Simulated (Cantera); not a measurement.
An adiabatic, constant-volume homogeneous reactor starts with CH4 : C2H6 : O2 : N2 = 1 : 0.07 : 2.55 : 9.59 (molar parts), equivalence ratio 0.88, at 1025 K and 1050 Torr. Integrator tolerance rtol = 1e-08.

Detailed kinetics in Cantera: GRI-Mech 3.0 (53 species, 325 reactions).

### Question
What does this change do: constant pressure in place of constant volume?

### Answer
```tsv
quantity	before	after
time of steepest temperature rise	66.0 ms	68.8 ms
temperature at 0.300 s	2744 K	2513 K
equilibrium temperature	2744 K	2513 K
x(CH4) at 0.300 s	<1e-12 (gas-phase equilibrium <1e-12)	<1e-12 (gas-phase equilibrium <1e-12)
x(C2H6) at 0.300 s	<1e-12 (gas-phase equilibrium <1e-12)	<1e-12 (gas-phase equilibrium <1e-12)
x(O2) at 0.300 s	0.0272 (gas-phase equilibrium 0.0272)	0.0255 (gas-phase equilibrium 0.0255)
x(CO) at 0.300 s	0.0228 (gas-phase equilibrium 0.0228)	0.0147 (gas-phase equilibrium 0.0147)
x(CH3) at 0.300 s	<1e-12 (gas-phase equilibrium <1e-12)	<1e-12 (gas-phase equilibrium <1e-12)
x(CH2CO) at 0.300 s	<1e-12 (gas-phase equilibrium <1e-12)	<1e-12 (gas-phase equilibrium <1e-12)
```

### Question
What does this change do: 0.37 parts H2 added?

### Answer
```tsv
quantity	before	after
time of steepest temperature rise	66.0 ms	15.0 ms
temperature at 0.300 s	2744 K	2793 K
equilibrium temperature	2744 K	2793 K
x(CH4) at 0.300 s	<1e-12 (gas-phase equilibrium <1e-12)	<1e-12 (gas-phase equilibrium <1e-12)
x(C2H6) at 0.300 s	<1e-12 (gas-phase equilibrium <1e-12)	<1e-12 (gas-phase equilibrium <1e-12)
x(O2) at 0.300 s	0.0272 (gas-phase equilibrium 0.0272)	0.0194 (gas-phase equilibrium 0.0194)
x(CO) at 0.300 s	0.0228 (gas-phase equilibrium 0.0228)	0.0288 (gas-phase equilibrium 0.0288)
x(CH3) at 0.300 s	<1e-12 (gas-phase equilibrium <1e-12)	<1e-12 (gas-phase equilibrium <1e-12)
x(CH2CO) at 0.300 s	<1e-12 (gas-phase equilibrium <1e-12)	<1e-12 (gas-phase equilibrium <1e-12)
```

### Question
What does this change do: initial temperature 1025 to 1325 K?

### Answer
```json
[
 {"quantity": "time of steepest temperature rise", "before": "66.0 ms", "after": "1.52 ms"},
 {"quantity": "temperature at 0.300 s", "before": "2744 K", "after": "2838 K"},
 {"quantity": "equilibrium temperature", "before": "2744 K", "after": "2838 K"},
 {"quantity": "x(CH4) at 0.300 s", "before": "<1e-12 (gas-phase equilibrium <1e-12)", "after": "<1e-12 (gas-phase equilibrium <1e-12)"},
 {"quantity": "x(C2H6) at 0.300 s", "before": "<1e-12 (gas-phase equilibrium <1e-12)", "after": "<1e-12 (gas-phase equilibrium <1e-12)"},
 {"quantity": "x(O2) at 0.300 s", "before": "0.0272 (gas-phase equilibrium 0.0272)", "after": "0.0298 (gas-phase equilibrium 0.0298)"},
 {"quantity": "x(CO) at 0.300 s", "before": "0.0228 (gas-phase equilibrium 0.0228)", "after": "0.0308 (gas-phase equilibrium 0.0308)"},
 {"quantity": "x(CH3) at 0.300 s", "before": "<1e-12 (gas-phase equilibrium <1e-12)", "after": "<1e-12 (gas-phase equilibrium <1e-12)"},
 {"quantity": "x(CH2CO) at 0.300 s", "before": "<1e-12 (gas-phase equilibrium <1e-12)", "after": "<1e-12 (gas-phase equilibrium <1e-12)"}
]
```
